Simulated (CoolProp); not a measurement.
Saturation properties of 1-butene (Tc = 419.3 K, pc = 40.06 bar, ω = 0.192).

Model: reference Helmholtz-energy equation of state, Lemmon 2005, in CoolProp. It is a short technical equation, of lower accuracy than the large ones.

```tsv
T (K)	p (bar)	liquid density (kg/m³)	enthalpy of vaporisation (kJ/kg)	liquid cp (kJ/(kg K))	vapour Z	surface tension (mN/m)
297.3	2.896	589.2	361.3	2.305	0.9146	12.1
303	3.434	582.0	355.0	2.335	0.9043	11.4
308.7	4.044	574.7	348.4	2.367	0.8932	10.7
314.4	4.732	567.1	341.6	2.401	0.8812	10.0
320.1	5.504	559.4	334.5	2.437	0.8685	9.34
325.8	6.365	551.5	327.2	2.476	0.8549	8.67
331.5	7.322	543.3	319.5	2.517	0.8404	8.02
337.2	8.381	534.9	311.4	2.562	0.8249	7.37
342.9	9.549	526.2	303.0	2.611	0.8084	6.74
348.6	10.83	517.1	294.1	2.665	0.7908	6.12
354.3	12.24	507.7	284.7	2.725	0.7720	5.51
```

It boils at 266.8 K under 1 atm.

Surface tension comes from a separate correlation (Mulero 2012).
